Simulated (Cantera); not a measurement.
A closed system holds: 1 mol B₂H₆, 0.21 mol O₂, 0.19 mol N₂, held at 1375 K and 6.60 Torr.

Method: chemical equilibrium by Gibbs-energy minimisation in Cantera with the NASA 1993 tables (ideal gas, pure condensed phases). Candidate condensed phases: B, BN, B₂O₃, B₃O₃H₃, H₂O; 39 gas species. The feed counts by its element totals alone. N₂ is the only nitrogen source here; it is nearly inert below about 1500 K, so the nitride shown seldom forms there in practice. Mutual solubility and eutectic melting of coexisting phases are not modelled. Kinetics and transport are ignored.

Base state: H₂ 0.990, HBO 0.00861, B₂O₂ 0.000808, B₃O₃H₃ 0.000645, HBO₂ 0.000158, B₂O₃ 0.000149, H 3.63e-5, BO 1.00e-5 (mole fractions); condensed: B(s) + BN(s) + B₂O₃(l).

### Question
What changes in the equilibrium state with this change: temperature from 1375 K to 2225 K?

### Answer
```json
[
 {"species": "H₂", "before": "0.990", "after": "0.775"},
 {"species": "H", "before": "3.63e-5", "after": "0.0608"},
 {"species": "N₂", "before": "1.62e-8", "after": "0.0528"},
 {"species": "BO", "before": "1.00e-5", "after": "0.0488"},
 {"species": "HBO", "before": "0.00861", "after": "0.0523"},
 {"species": "B₃O₃H₃", "before": "0.000645", "after": "<1e-9"},
 {"species": "B", "before": "<1e-9", "after": "0.000436"},
 {"species": "B₂O", "before": "1.34e-8", "after": "0.00119"},
 {"species": "BH", "before": "<1e-9", "after": "3.92e-5"},
 {"species": "B(s), mol", "before": "1.33", "after": "1.57"},
 {"species": "BN(s), mol", "before": "0.380", "after": "0"},
 {"species": "B₂O₃(l), mol", "before": "0.127", "after": "0"}
]
```
The tables' values for BH₂ are old estimates; treat these amounts as uncertain.

### Question
What changes in the equilibrium state with this change: temperature from 1375 K to 1248.15 K?

### Answer
| species | before | after |
|---|---|---|
| H₂ | 0.990 | 0.998 |
| HBO | 0.00861 | 0.00140 |
| B₃O₃H₃ | 0.000645 | 0.000648 |
| B₂O₂ | 0.000808 | 3.32e-5 |
| BO | 1.00e-5 | 2.77e-7 |
| B₂O₃ | 0.000149 | 4.74e-6 |
| HBO₂ | 0.000158 | 1.74e-5 |
| H | 3.63e-5 | 4.99e-6 |
| B(s), mol | 1.33 | 1.34 |
| BN(s), mol | 0.380 | 0.380 |
| B₂O₃(l), mol | 0.127 | 0.137 |

### Question
What changes in the equilibrium state with this change: B₂H₆ replaced by BCl₃?

### Answer
```json
[
 {"species": "BCl₃", "before": "0", "after": "0.407"},
 {"species": "Cl₂", "before": "0", "after": "0.234"},
 {"species": "N₂", "before": "1.62e-8", "after": "0.133"},
 {"species": "H₂", "before": "0.990", "after": "0"},
 {"species": "Cl", "before": "0", "after": "0.121"},
 {"species": "B₃O₃Cl₃", "before": "0", "after": "0.0949"},
 {"species": "BOCl", "before": "0", "after": "0.00962"},
 {"species": "HBO", "before": "0.00861", "after": "0"},
 {"species": "B(s), mol", "before": "1.33", "after": "0"},
 {"species": "BN(s), mol", "before": "0.380", "after": "0"},
 {"species": "B₂O₃(l), mol", "before": "0.127", "after": "0"}
]
```
The tables' values for BOCl are old estimates; treat these amounts as uncertain.
